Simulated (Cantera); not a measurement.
Mixture: CH₄ : C₂H₆ : O₂ : N₂ = 1 : 0.099 : 3.13 : 11.8 (molar parts), at 2.50 bar, adiabatic and at constant pressure. Ignition delay is the time to a rise of 400 K.

Computed with Cantera and GRI-Mech 3.0 (53 species, 325 reactions).

**Question.** What does this change do: C2H6 0.099 to 0.043 parts?

**Answer.** 
```tsv
quantity	before	after
delay at 1075 K	15.5 ms	30.4 ms
delay at 1225 K	2.03 ms	4.56 ms
delay at 1375 K	0.430 ms	0.822 ms
delay at 1525 K	0.112 ms	0.179 ms
apparent activation energy between 1450 and 1600 K	160 kJ/mol	180 kJ/mol
```

**Question.** What does this change do: constant volume in place of constant pressure?

**Answer.** 
| quantity | before | after |
|---|---|---|
| delay at 1075 K | 15.5 ms | 14.8 ms |
| delay at 1225 K | 2.03 ms | 1.92 ms |
| delay at 1375 K | 0.430 ms | 0.400 ms |
| delay at 1525 K | 0.112 ms | 0.102 ms |
| apparent activation energy between 1450 and 1600 K | 160 kJ/mol | 160 kJ/mol |
